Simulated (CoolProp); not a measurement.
Vapour-liquid equilibrium of nitrogen (1) + carbon monoxide (2) at 468 kPa; x and y are mole fractions of (1).

Model: multi-fluid Helmholtz-energy mixture model, Span 2000 and Lemmon 2006; pair parameters Gernert 2013, in CoolProp.

Give the bubble temperature and the first vapour's composition at x = 0.55, 0.75, 0.95. Is there an azeotrope?

x = 0.55: -178.3 °C, y = 0.630; x = 0.75: -179.1 °C, y = 0.801; x = 0.95: -179.8 °C, y = 0.961. No azeotrope shows between x = 0.05 and 0.95.

The pair parameters rest on a limited set of measurements; away from them the model extrapolates.
